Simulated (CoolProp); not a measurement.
Vapour-liquid equilibrium of R227EA (1) + isobutene (2) at 0.837 bar; x and y are mole fractions of (1).

Values from CoolProp's multi-fluid Helmholtz-energy mixture model, Lemmon 2016 and Lemmon 2005; pair parameters Bell 2016.

| x | bubble temperature (°C) | y at the bubble point | dew temperature at overall composition x (°C) | liquid density (mol/L) |
|---|---|---|---|---|
| 0.05 | -16.2 | 0.201 | -12.8 | 11.19 |
| 0.2 | -21.9 | 0.438 | -16.2 | ? |
| 0.35 | ? | 0.520 | -19.8 | 10.47 |
| 0.5 | -24.1 | 0.572 | ? | 10.13 |
| 0.65 | ? | 0.632 | ? | ? |
| 0.8 | -23.7 | 0.727 | -23.0 | ? |
| 0.95 | -21.8 | 0.907 | -21.3 | 9.264 |

Problem. What belongs in the gaps?

Solution. 
- 0.2, liquid density (mol/L): 10.84
- 0.35, bubble temperature (°C): -23.5
- 0.5, dew temperature at overall composition x (°C): -23.2
- 0.65, bubble temperature (°C): -24.3
- 0.65, dew temperature at overall composition x (°C): -24.2
- 0.65, liquid density (mol/L): 9.819
- 0.8, liquid density (mol/L): 9.538

y crosses x between x = 0.5 and 0.65: the model has an azeotrope there.

The pair parameters rest on a limited set of measurements; away from them the model extrapolates.
